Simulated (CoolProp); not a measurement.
A simple Rankine cycle with R141b: condensing at 296.15 K, boiler at 0.701 MPa, turbine inlet 376.7 K, turbine efficiency 0.65, pump efficiency 0.6, no recuperator. Each further row changes one setting.

Model: reference Helmholtz-energy equation of state, Lemmon 2006, in CoolProp. It is a short technical equation, of lower accuracy than the large ones.

```tsv
case	thermal efficiency (%)	net work (kJ/kg)	heat in (kJ/kg)	turbine exit temperature (K)	volume ratio over the turbine
as stated	11.4	31.9	281	323.5	9.39
turbine inlet 396.7 K	11.5	34.4	301	344.4	9.25
condensing temperature 288.15 K	12.4	36.1	290	317.6	12.6
boiler pressure 0.491 MPa	9.9	28.3	286	333.8	6.45
turbine efficiency 0.55	9.6	26.9	281	329.6	9.58
```
